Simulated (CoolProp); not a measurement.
Vapour-liquid equilibrium of dimethyl carbonate (1) + n-heptane (2) at 420.5 K; x and y are mole fractions of (1).

Computed with CoolProp (multi-fluid Helmholtz-energy mixture model, Zhou 2011 and Span 2003; pair parameters Bell 2016).

| x | bubble pressure, mixture model (MPa) | bubble pressure, Raoult's law (MPa) | y, mixture model | y, Raoult's law |
|---|---|---|---|---|
| 0.05 | 0.3921 | 0.3583 | 0.132 | 0.066 |
| 0.15 | 0.4540 | 0.3702 | 0.305 | 0.191 |
| 0.25 | 0.4967 | 0.3821 | 0.414 | 0.308 |
| 0.35 | 0.5250 | 0.3940 | 0.490 | 0.419 |
| 0.45 | 0.5428 | 0.4059 | 0.549 | 0.522 |
| 0.55 | 0.5526 | 0.4178 | 0.599 | 0.620 |
| 0.65 | 0.5557 | 0.4296 | 0.649 | 0.713 |
| 0.75 | 0.5516 | 0.4415 | 0.704 | 0.800 |
| 0.85 | 0.5366 | 0.4534 | 0.780 | 0.883 |
| 0.95 | 0.5016 | 0.4653 | 0.901 | 0.962 |

The largest gap from Raoult's law is +33.7 % in bubble pressure, at x = 0.45. y crosses x between x = 0.55 and 0.65: the model has an azeotrope there.

The pair parameters rest on a limited set of measurements; away from them the model extrapolates.
